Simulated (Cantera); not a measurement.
# Equilibrium for carbothermic reduction: TiO2 + CO + H2

Input: 1 mol TiO2, 5.9 mol CO, a varied amount of H2, at 1948 K and 2.00 bar.

Cantera equilibrium calculation (NASA polynomials, part measured and part estimated; ideal gas, pure solids and liquids). Candidate condensed phases: C, C6H6, C7H8, C8H18, H2O, Ti, TiC, TiO, TiO2, Ti2O3, Ti3O5, Ti4O7; 113 gas species. Mutual solubility and eutectic melting of coexisting phases are not modelled. Condensed phases not in the tables: Magnéli phases beyond Ti4O7. Rates play no part.

```
n(H2) (mol)   x CO    x H2    x CO2   x H2O       x H  n Ti4O7(s)  n Ti3O5(s)
-----------  -----  ------  -------  ------  --------  ----------  ----------
0.53         0.889  0.0721   0.0287  0.0102  0.000215       0.250           0
1.3          0.801   0.164   0.0184  0.0165  0.000323       0.245     0.00702
2.1          0.721   0.238   0.0166  0.0241  0.000390      0.0247       0.300
2.9          0.658   0.304   0.0125  0.0254  0.000440           0       0.333
3.7          0.605   0.360  0.00961  0.0251  0.000479           0       0.333
4.4          0.565   0.402  0.00784  0.0245  0.000507           0       0.333
5.2          0.525   0.444  0.00636  0.0237  0.000533           0       0.333
```
x: gas mole fraction; n: condensed amount in mol.

At 0.53 mol H2 the condensed part is Ti4O7(s). From 1.3 mol H2 to 2.1 mol H2 the condensed part is Ti3O5(s) + Ti4O7(s). From 2.9 mol H2 to 5.2 mol H2 the condensed part is Ti3O5(s). The main Ti-bearing gas is TiO2 throughout.
